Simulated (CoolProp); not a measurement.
Saturation properties of p-xylene (Tc = 616.2 K, pc = 3532 kPa, ω = 0.324).

Model: reference Helmholtz-energy equation of state, Zhou 2012, in CoolProp.

```
T (K)  p (kPa)  liquid cp (kJ/(kg K))  liquid conductivity (mW/(m K))
-----  -------  ---------------------  ------------------------------
445.6      [?]                  2.245                            93.3
448.4    247.8                    [?]                            92.9
451.3    263.9                  2.268                            92.4
454.1    280.3                    [?]                            91.9
457      298.0                    [?]                             [?]
459.8    315.9                  2.302                            90.9
462.7    335.4                  2.315                            90.5
465.5    355.0                  2.326                            90.0
468.4    376.2                  2.339                            89.6
471.2      [?]                  2.351                            89.2
474.1    420.7                  2.363                             [?]
476.9    444.0                  2.375                            88.3
479.8      [?]                  2.388                            87.9
```

Fill in the missing entries.


- 445.6, p (kPa): 232.9
- 448.4, liquid cp (kJ/(kg K)): 2.256
- 454.1, liquid cp (kJ/(kg K)): 2.279
- 457, liquid cp (kJ/(kg K)): 2.291
- 457, liquid conductivity (mW/(m K)): 91.4
- 471.2, p (kPa): 397.6
- 474.1, liquid conductivity (mW/(m K)): 88.7
- 479.8, p (kPa): 469.2

It boils at 411.5 K under 1 atm.

Thermal conductivity comes from a separate model (Mylona 2014).
